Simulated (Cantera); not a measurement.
Mixture: CH4 : C2H6 : C3H8 : O2 : N2 = 1 : 0.25 : 0.3 : 8.1 : 30.5 (molar parts), equivalence ratio 0.54, at 3.70 bar, adiabatic and at constant volume. Ignition delay is the time to a rise of 400 K.

Cantera simulation using GRI-Mech 3.0 (53 species, 325 reactions); the numbers are that mechanism's predictions, not measurements. GRI-Mech 3.0 was tuned for natural gas; its chemistry of propane as a main component is partial and can be far from experiment.

Task: What does this change do: constant pressure in place of constant volume?

Result: 
```tsv
quantity	before	after
delay at 1298 K	0.291 ms	0.314 ms
delay at 1448 K	57.0 µs	63.0 µs
delay at 1598 K	16.8 µs	19.0 µs
delay at 1748 K	6.90 µs	7.95 µs
apparent activation energy between 1673 and 1823 K	130 kJ/mol	130 kJ/mol
```

Task: What does this change do: pressure from 3.70 bar to 1.10 bar?

Result: 
```csv
quantity,before,after
delay at 1298 K,0.291 ms,0.574 ms
delay at 1448 K,57.0 µs,0.119 ms
delay at 1598 K,16.8 µs,38.4 µs
delay at 1748 K,6.90 µs,17.3 µs
apparent activation energy between 1673 and 1823 K,130 kJ/mol,110 kJ/mol
```
